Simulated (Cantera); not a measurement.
A Cantera script and what it prints.

```python
import numpy as np
import cantera as ct

gas_names = """
    B BCL BCL2 BCL3 BH BH2 BH3 BO BOCL BO2 B2 B2O B2O2 B2O3 B3O3CL3 B3O3H3 CL CLO CL2 H HBO HBO2 HCL
    HOCL HO2 H2 H2O H2O2 H3B3O6 O OH O2 O3
""".split()
cond_names = """
    B(b) B(L) B2O3(L) B3O3H3(cr) H2O(s) H2O(L)
""".split()


# ... load() reads the species with a 1 bar reference pressure and builds the phases ...
atoms = {
    'BCl3': {'B': 1, 'CL': 3},
    'H2O': {'H': 2, 'O': 1},
    'H2': {'H': 2},
}
top_T = {}  # K; cautious upper limits of use, not melting points


# ... equilibrate(T, P, feed) seeds the gas with the atoms and calls Mixture.equilibrate('TP', solver="gibbs", rtol=1e-10, max_steps=50000) ...
results = []
T = 1350  # K
P = 1300  # Pa
for m in [0.61, 0.75, 0.93, 1.1, 1.4, 1.7, 2.1, 2.6, 3.3, 4, 5, 6.1]:
    feed = {'BCl3': 1, 'H2O': m, 'H2': 56}  # mol
    mix = equilibrate(T, P, feed)
    results.append((T, P, feed, dict(zip(mix.species_names, mix.species_moles))))
    x = sorted(zip(gas.X, gas.species_names), reverse=True)
    print(f"T = {T:g} K  P = {P:g} Pa  n(H2O) = {m:g} mol  gas = {mix.phase_moles(0):.4g} mol")
    print("   x: " + "  ".join(f"{s} {v:.3e}" for v, s in x if v > 0.001))
    print("   condensed (mol): " + ("  ".join(f"{mix.phase(i).name} {mix.phase_moles(i):.4g}"
          for i in range(1, mix.n_phases) if mix.phase_moles(i) > 1e-12) or "none"))
```

It prints:

```
T = 1350 K  P = 1300 Pa  n(H2O) = 0.61 mol  gas = 58.26 mol
   x: H2 9.428e-01  HCL 5.041e-02  HBO 4.965e-03
   condensed (mol): B(b) 0.4226  B2O3(L) 0.03483
T = 1350 K  P = 1300 Pa  n(H2O) = 0.75 mol  gas = 58.4 mol
   x: H2 9.429e-01  HCL 5.030e-02  HBO 4.966e-03
   condensed (mol): B(b) 0.3289  B2O3(L) 0.08112
T = 1350 K  P = 1300 Pa  n(H2O) = 0.93 mol  gas = 58.59 mol
   x: H2 9.430e-01  HCL 5.014e-02  HBO 4.966e-03
   condensed (mol): B(b) 0.2085  B2O3(L) 0.1406
T = 1350 K  P = 1300 Pa  n(H2O) = 1.1 mol  gas = 58.76 mol
   x: H2 9.432e-01  HCL 5.000e-02  HBO 4.966e-03
   condensed (mol): B(b) 0.09483  B2O3(L) 0.1968
T = 1350 K  P = 1300 Pa  n(H2O) = 1.4 mol  gas = 59 mol
   x: H2 9.461e-01  HCL 5.052e-02  HBO 2.697e-03
   condensed (mol): B2O3(L) 0.3886
T = 1350 K  P = 1300 Pa  n(H2O) = 1.7 mol  gas = 59.28 mol
   x: H2 9.445e-01  HCL 5.059e-02  H2O 2.316e-03  HBO2 2.314e-03
   condensed (mol): B2O3(L) 0.4223
T = 1350 K  P = 1300 Pa  n(H2O) = 2.1 mol  gas = 59.74 mol
   x: H2 9.374e-01  HCL 5.021e-02  H2O 7.953e-03  HBO2 4.288e-03
   condensed (mol): B2O3(L) 0.3655
T = 1350 K  P = 1300 Pa  n(H2O) = 2.6 mol  gas = 60.29 mol
   x: H2 9.288e-01  HCL 4.976e-02  H2O 1.531e-02  HBO2 5.949e-03
   condensed (mol): B2O3(L) 0.315
T = 1350 K  P = 1300 Pa  n(H2O) = 3.3 mol  gas = 61.04 mol
   x: H2 9.174e-01  HCL 4.914e-02  H2O 2.566e-02  HBO2 7.703e-03
   condensed (mol): B2O3(L) 0.2595
T = 1350 K  P = 1300 Pa  n(H2O) = 4 mol  gas = 61.79 mol
   x: H2 9.063e-01  HCL 4.855e-02  H2O 3.592e-02  HBO2 9.113e-03
   condensed (mol): B2O3(L) 0.2131
T = 1350 K  P = 1300 Pa  n(H2O) = 5 mol  gas = 62.84 mol
   x: H2 8.911e-01  H2O 5.031e-02  HCL 4.773e-02  HBO2 1.078e-02
   condensed (mol): B2O3(L) 0.1556
T = 1350 K  P = 1300 Pa  n(H2O) = 6.1 mol  gas = 64 mol
   x: H2 8.750e-01  H2O 6.571e-02  HCL 4.687e-02  HBO2 1.233e-02
   condensed (mol): B2O3(L) 0.09972
```

Method: chemical equilibrium by Gibbs-energy minimisation in Cantera with the NASA 1993 tables (ideal gas, pure condensed phases). Mutual solubility and eutectic melting of coexisting phases are not modelled. The tables' values for BOCl, BCl are old estimates; treat these amounts as uncertain. Gases not in the tables: H3BO3, BHCl2.
